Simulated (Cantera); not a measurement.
A perfectly stirred reactor is fed with H₂ : O₂ : N₂ = 0.2 : 1 : 4.7 (molar parts), equivalence ratio 0.10, at 10.00 Torr; it is held at 998 K, and followed from long to short residence time.

Model: the H2/O2 subset of GRI-Mech 3.0, which has no nitrogen chemistry, integrated in Cantera. Radical loss at walls, strong at low pressure, is not modelled. The temperature is held fixed by assumption; the heat of reaction is taken as removed at once.

One state of this run: x H₂ = 0.000284; x O₂ = 0.155; x OH = 0.000214; x H₂O = 0.0340; x O = 0.000616; x H₂O₂ = 4.40e-8. x: mole fraction; the columns are a selection and need not sum to one.

Task: Which value of τ (s) does it belong to?
A. 6.4
B. 2.8
C. 1.2
D. 0.22

Result: B, 2.8
